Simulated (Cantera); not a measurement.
## Low-pressure radical oxidation in H2/O2

An isothermal, constant-pressure homogeneous reactor starts with H₂ : O₂ = 0.0054 : 1 (molar parts), equivalence ratio 0.0027, at 1175 K and 0.00503 atm.

Detailed kinetics in Cantera: GRI-Mech 3.0 (53 species, 325 reactions). Radical loss at walls, strong at low pressure, is not modelled.

```json
[
 {"t (s)": "3.00e-5", "x H₂": "0.00537", "x O₂": "0.995", "x H₂O₂": "<1e-12", "x O": "3.91e-12", "x H₂O": "<1e-12"},
 {"t (s)": "0.000116", "x H₂": "0.00537", "x O₂": "0.995", "x H₂O₂": "<1e-12", "x O": "4.77e-11", "x H₂O": "1.19e-12"},
 {"t (s)": "0.000452", "x H₂": "0.00537", "x O₂": "0.995", "x H₂O₂": "<1e-12", "x O": "4.03e-10", "x H₂O": "4.22e-11"},
 {"t (s)": "0.00175", "x H₂": "0.00537", "x O₂": "0.995", "x H₂O₂": "<1e-12", "x O": "2.72e-9", "x H₂O": "1.03e-9"},
 {"t (s)": "0.00681", "x H₂": "0.00537", "x O₂": "0.995", "x H₂O₂": "3.45e-12", "x O": "4.12e-8", "x H₂O": "3.62e-8"},
 {"t (s)": "0.0264", "x H₂": "0.00525", "x O₂": "0.995", "x H₂O₂": "1.60e-10", "x O": "8.48e-5", "x H₂O": "9.07e-5"},
 {"t (s)": "0.103", "x H₂": "1.28e-5", "x O₂": "0.990", "x H₂O₂": "4.01e-9", "x O": "0.00471", "x H₂O": "0.00509"},
 {"t (s)": "0.398", "x H₂": "1.10e-5", "x O₂": "0.990", "x H₂O₂": "3.95e-9", "x O": "0.00406", "x H₂O": "0.00512"},
 {"t (s)": "1.55", "x H₂": "6.79e-6", "x O₂": "0.992", "x H₂O₂": "3.74e-9", "x O": "0.00248", "x H₂O": "0.00520"},
 {"t (s)": "6.00", "x H₂": "1.99e-6", "x O₂": "0.994", "x H₂O₂": "2.90e-9", "x O": "0.000717", "x H₂O": "0.00530"}
]
```
x: mole fraction; the columns are a selection and need not sum to one.

Equilibrium at this temperature and pressure: H₂ 5.69e-10, O₂ 0.995, H₂O₂ 7.31e-12, O 2.05e-7, H₂O 0.00538 (gas phase only).
